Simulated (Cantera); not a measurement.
Cantera run:

```python
import numpy as np
import cantera as ct

gas_names = """
    B BF BF2 BF3 BN BO BOF BOF2 BO2 B2 B2O B2O2 B2O3 B3O3F3 F FO FO2 F2 F2O N NF NF2 NF3 NO NO2 NO3 N2
    N2O O O2 O3
""".split()
cond_names = """
    B(b) B(L) BN(s) B2O3(L)
""".split()


# ... load() reads the species with a 1 bar reference pressure and builds the phases ...
atoms = {
    'BF3': {'B': 1, 'F': 3},
    'O2': {'O': 2},
    'N2': {'N': 2},
}
top_T = {'BN(s)': 3200}  # K; cautious upper limits of use, not melting points


# ... equilibrate(T, P, feed) seeds the gas with the atoms and calls Mixture.equilibrate('TP', solver="vcs", rtol=1e-11, max_steps=5000) ...
results = []
feed = {'BF3': 1, 'O2': 1.4, 'N2': 150}  # mol
T = 2198  # K
P = 12  # Pa
mix = equilibrate(T, P, feed)
results.append((T, P, feed, dict(zip(mix.species_names, mix.species_moles))))
x = sorted(zip(gas.X, gas.species_names), reverse=True)
print(f"T = {T:g} K  P = {P:g} Pa  gas = {mix.phase_moles(0):.4g} mol")
print("   x: " + "  ".join(f"{s} {v:.3e}" for v, s in x if v > 1e-06))
print("   condensed (mol): " + ("  ".join(f"{mix.phase(i).name} {mix.phase_moles(i):.4g}"
      for i in range(1, mix.n_phases) if mix.phase_moles(i) > 1e-12) or "none"))
```

It prints:

```
T = 2198 K  P = 12 Pa  gas = 154.5 mol
   x: N2 9.701e-01  F 1.285e-02  O 8.328e-03  BOF 6.406e-03  O2 1.167e-03  NO 1.040e-03  BF3 4.928e-05  BF2 7.006e-06  BO 5.875e-06  BO2 2.588e-06  N 1.094e-06
   condensed (mol): none
```

These are equilibrium values from Cantera (NASA tables, ideal gas, pure condensed phases), not measurements of a reactor.
